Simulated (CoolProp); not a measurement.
Ethane along the isotherm 440.6 K: Z from the reference equation and from simpler models built on Tc = 305.3 K, pc = 4872 kPa, ω = 0.099; each cubic takes its own stable root.

Values from CoolProp's reference Helmholtz-energy equation of state, Bücker 2006.

| p (kPa) | phase | reference |
|---|---|---|
| 2210 | gas | 0.9549 |
| 4430 | gas | 0.9108 |
| 6640 | supercritical | 0.8693 |
| 8860 | supercritical | 0.8322 |
| 11100 | supercritical | 0.8017 |
| 13300 | supercritical | 0.7807 |
| 15500 | supercritical | 0.7697 |
| 17700 | supercritical | 0.7686 |
| 19900 | supercritical | 0.7761 |
| 22100 | supercritical | 0.7905 |
| 24400 | supercritical | 0.8110 |

Q: How far does each simpler model (van der Waals, Redlich-Kwong, Soave-Redlich-Kwong, Peng-Robinson) lie from the reference over these 11 states: mean and median of the absolute difference, and the worst?

A: 
- van der Waals: mean 4.1 %, median 4.1 %, worst -7.7 % at 440.6 K and 11100 kPa
- Redlich-Kwong: mean 0.9 %, median 0.7 %, worst -1.6 % at 440.6 K and 8860 kPa
- Soave-Redlich-Kwong: mean 4.0 %, median 4.5 %, worst +6.5 % at 440.6 K and 22100 kPa
- Peng-Robinson: mean 0.9 %, median 0.9 %, worst -1.8 % at 440.6 K and 6640 kPa
